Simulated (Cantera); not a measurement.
Feed: 1 mol c-C4F8, 1.3 mol H2, at 2600 K and 0.000320 bar.

Method: chemical equilibrium by Gibbs-energy minimisation in Cantera with the NASA 1993 tables (ideal gas, pure condensed phases). Candidate condensed phases: C, C6H6, C7H8, C8H18; 95 gas species. The feed counts by its element totals alone. Rates play no part.

Base state: F 0.633, HF 0.316, CF 0.0278, CF2 0.00743, C3 0.00692, H 0.00617, C 0.00195, C2 0.000650 (mole fractions); condensed: C(graphite).

What changes in the equilibrium state with this change: temperature from 2600 K to 2900 K?


```
species             before     after
----------------  --------  --------
F                    0.633     0.562
HF                   0.316     0.184
C3                 0.00692    0.0947
C2                0.000650    0.0142
C                  0.00195    0.0393
H                  0.00617    0.0695
CF                  0.0278    0.0348
C4                 6.33e-6  0.000158
C2H                8.81e-6  0.000209
C5                 3.13e-5  0.000559
C(graphite), mol      3.52         0
```

What changes in the equilibrium state with this change: c-C4F8 replaced by CH3F?


```
species            before     after
----------------  -------  --------
H                 0.00617     0.690
HF                  0.316     0.191
H2                8.27e-6     0.103
F                   0.633   0.00343
CF                 0.0278  0.000150
CF2               0.00743   2.18e-7
C2H2 (acetylene)  1.34e-7   0.00167
C(graphite), mol     3.52     0.848
```
